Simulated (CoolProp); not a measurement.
A simple Rankine cycle with vinyl chloride: condensing at 312.15 K, boiler at 3.77 MPa, turbine inlet 429 K, turbine efficiency 0.65, pump efficiency 0.8, no recuperator. Each further row changes one setting.

The numbers come from the reference Helmholtz-energy equation of state, Thol 2022 in CoolProp.

| case | thermal efficiency (%) | net work (kJ/kg) | heat in (kJ/kg) | turbine exit temperature (K) | volume ratio over the turbine |
|---|---|---|---|---|---|
| as stated | 11.6 | 44.2 | 381 | 339.8 | 6.44 |
| condensing temperature 304.15 K | ? | 49.5 | 394 | 332.1 | ? |
| boiler pressure 2.64 MPa | ? | 41.0 | 402 | ? | 4.33 |
| turbine efficiency 0.55 | 9.6 | 36.7 | 381 | 347.2 | 6.61 |

Q: Fill in the missing entries.

A: 
- condensing temperature 304.15 K, thermal efficiency (%): 12.6
- condensing temperature 304.15 K, volume ratio over the turbine: 7.95
- boiler pressure 2.64 MPa, thermal efficiency (%): 10.2
- boiler pressure 2.64 MPa, turbine exit temperature (K): 363.7
